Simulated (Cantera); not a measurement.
A freely propagating, adiabatic, planar premixed flame of CH4 : C2H6 : O2 : N2 = 1 : 0.11 : 3.46 : 13 (molar parts), equivalence ratio 0.69, unburnt at 575 K and 0.410 bar; mixture-averaged transport, grid criteria slope 0.08 and curve 0.16, no radiation.

Computed with Cantera and GRI-Mech 3.0 (53 species, 325 reactions). Burning velocities carry a grid error of a few per cent, more on coarse grids.

x: mole fraction of selected species; z is measured from the peak of heat release.

| z (mm) | T (K) | u (m/s) | x CH4 | x C2H6 | x O2 | x NO | x OH | x C2H |
|---|---|---|---|---|---|---|---|---|
| -2.59 | 575 | 1.03 | 0.0569 | 0.00626 | 0.197 | <1e-8 | <1e-8 | <1e-8 |
| -1.73 | 577 | 1.04 | 0.0567 | 0.00625 | 0.197 | <1e-8 | <1e-8 | <1e-8 |
| -1.29 | 582 | 1.05 | 0.0563 | 0.00623 | 0.196 | <1e-8 | 1.32e-8 | <1e-8 |
| -0.863 | 621 | 1.12 | 0.0543 | 0.00611 | 0.193 | 2.38e-8 | 7.94e-7 | <1e-8 |
| -0.432 | (withheld) | 1.62 | 0.0412 | 0.00469 | 0.171 | 2.75e-7 | 3.77e-5 | <1e-8 |
| -0.216 | (withheld) | 2.23 | 0.0247 | 0.00218 | 0.140 | 7.02e-7 | 0.000335 | <1e-8 |
| 0 | (withheld) | 2.84 | 0.00699 | 0.000162 | 0.103 | 1.50e-6 | 0.00225 | 2.51e-8 |
| 0.216 | 1674 | 3.10 | 0.000697 | 7.92e-7 | 0.0808 | 2.52e-6 | 0.00523 | 1.29e-8 |
| 0.432 | 1715 | 3.16 | 3.91e-5 | <1e-8 | 0.0726 | 3.38e-6 | 0.00664 | <1e-8 |
| 0.863 | 1763 | 3.24 | 1.41e-7 | <1e-8 | 0.0675 | 4.77e-6 | 0.00747 | <1e-8 |
| 1.73 | 1825 | 3.33 | <1e-8 | <1e-8 | 0.0646 | 7.01e-6 | 0.00766 | <1e-8 |
| 3.45 | 1894 | 3.45 | <1e-8 | <1e-8 | 0.0629 | 1.04e-5 | 0.00710 | <1e-8 |
| 6.91 | 1956 | 3.54 | <1e-8 | <1e-8 | 0.0617 | 1.53e-5 | 0.00589 | <1e-8 |

Problem. What belongs in the gaps?

Solution. 
- -0.432, T (K): 891
- -0.216, T (K): 1213
- 0, T (K): 1537
